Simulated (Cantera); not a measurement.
An isothermal, constant-pressure homogeneous reactor starts with 1.28 % H2, 98.7 % O2, equivalence ratio 0.0065, at 1298 K and 1330 Pa.

Cantera simulation using the H2/O2 subset of GRI-Mech 3.0, which has no nitrogen chemistry; the numbers are that mechanism's predictions, not measurements. Radical loss at walls, strong at low pressure, is not modelled.

One state of this run: x H2 = 3.71e-5; x O2 = 0.981; x H2O = 0.0122; x H2O2 = 1.69e-8; x HO2 = 5.81e-7. x: mole fraction; the columns are a selection and need not sum to one.

Q: Which value of t (s) does it belong to?
A) 0.00158
B) 1.58
C) 0.0500
D) 0.158

A: D, 0.158
